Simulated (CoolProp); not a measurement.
The fluid at 298.15 K and 0.396 MPa is throttled through a valve to 0.0541 MPa with no heat exchange. The same conditions are run with several fluids, on thermodynamics alone (safety and materials aside).

The numbers come from the reference Helmholtz-energy equation of state of each fluid (dry air: Lemmon 2000; hydrogen chloride: Thol 2018; normal hydrogen: Leachman 2009; C2F6 (R116): Lemmon 2006; R410A: Lemmon 2003) in CoolProp. Blends and air are pseudo-pure fits.

```
fluid              temperature change (K)  final density (kg/m³)
-----------------  ----------------------  ---------------------
dry air                              -0.8                  0.634
hydrogen chloride              (withheld)             (withheld)
normal hydrogen                      +0.1                 0.0440
C2F6 (R116)                    (withheld)             (withheld)
R410A                          (withheld)             (withheld)
```

What belongs in the gaps?


- hydrogen chloride, temperature change (K): -5.5
- hydrogen chloride, final density (kg/m³): 0.813
- C2F6 (R116), temperature change (K): -2.9
- C2F6 (R116), final density (kg/m³): 3.06
- R410A, temperature change (K): -7.2
- R410A, final density (kg/m³): 1.64
